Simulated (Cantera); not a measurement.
Feed: 1 mol Cu2O, a varied amount of H2, held at 2198 K and 11000 Pa.

These are equilibrium values from Cantera (NASA tables, ideal gas, pure condensed phases), not measurements of a reactor. Candidate condensed phases: Cu, CuO, Cu(OH)2, Cu2O, H2O; 12 gas species. Kinetics and transport are ignored.

Q: Which condensed phases are stable at each of these points (n(H2) (mol)): 1.7, 4, 9, 21, 47, 110, 240, 560, 1300?

A: 
```json
[
 {"n(H2) (mol)": "1.7", "condensed phases": "Cu(l)", "Cu condensed (%)": "77.2"},
 {"n(H2) (mol)": "4", "condensed phases": "Cu(l)", "Cu condensed (%)": "46.2"},
 {"n(H2) (mol)": "9", "condensed phases": "gas only", "Cu condensed (%)": "0.0"},
 {"n(H2) (mol)": "21", "condensed phases": "gas only", "Cu condensed (%)": "0.0"},
 {"n(H2) (mol)": "47", "condensed phases": "gas only", "Cu condensed (%)": "0.0"},
 {"n(H2) (mol)": "110", "condensed phases": "gas only", "Cu condensed (%)": "0.0"},
 {"n(H2) (mol)": "240", "condensed phases": "gas only", "Cu condensed (%)": "0.0"},
 {"n(H2) (mol)": "560", "condensed phases": "gas only", "Cu condensed (%)": "0.0"},
 {"n(H2) (mol)": "1300", "condensed phases": "gas only", "Cu condensed (%)": "0.0"}
]
```

From 1.7 mol H2 to 4 mol H2 the condensed part is Cu(l). From 9 mol H2 to 1300 mol H2 nothing is condensed.
